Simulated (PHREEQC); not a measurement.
## Alkaline etch or developer: speciation

Solution (25 °C): 0.0068 mol/kgw CsOH, 0.0034 mol/kgw Na2SiO3 and 0.017 mol/kgw Na2CO3. Closed to the air; pH follows from the charge balance.

Model: ion-association model, wateq4f.dat, run in PHREEQC.

Each row changes one thing in this solution. This is a speciation only: nothing precipitates in the calculation.

```json
[
 {"case": "as made", "pH": "11.91", "ionic strength (mol/kgw)": "0.0568", "Na+ (mol/kgw)": "0.0368", "CO3-2 (mol/kgw)": "0.0128", "NaCO3- (mol/kgw)": "0.00398", "H3SiO4- (mol/kgw)": "0.00308", "SI of Quartz (SiO2)": "-0.70"},
 {"case": "CsOH replaced by Cs2SO4 at the same molality", "pH": "11.48", "ionic strength (mol/kgw)": "0.0694", "Na+ (mol/kgw)": "0.0366", "CO3-2 (mol/kgw)": "0.0128", "NaCO3- (mol/kgw)": "0.00372", "H3SiO4- (mol/kgw)": "0.00322", "SI of Quartz (SiO2)": "-0.26"},
 {"case": "Na2SiO3 from 0.0034 to 0.017 mol/kgw", "pH": "12.21", "ionic strength (mol/kgw)": "0.0838", "Na+ (mol/kgw)": "0.0626", "CO3-2 (mol/kgw)": "0.0115", "NaCO3- (mol/kgw)": "0.00542", "H3SiO4- (mol/kgw)": "0.0140", "SI of Quartz (SiO2)": "-0.36"},
 {"case": "temperature from 25 to 15 °C", "pH": "12.25", "ionic strength (mol/kgw)": "0.0594", "Na+ (mol/kgw)": "0.0381", "CO3-2 (mol/kgw)": "0.0142", "NaCO3- (mol/kgw)": "0.00270", "H3SiO4- (mol/kgw)": "0.00306", "SI of Quartz (SiO2)": "-0.73"},
 {"case": "diluted 10-fold with water", "pH": "11.06", "ionic strength (mol/kgw)": "0.00610", "Na+ (mol/kgw)": "0.00400", "CO3-2 (mol/kgw)": "0.00142", "NaCO3- (mol/kgw)": "7.63e-5", "H3SiO4- (mol/kgw)": "0.000319", "SI of Quartz (SiO2)": "-0.78"}
]
```
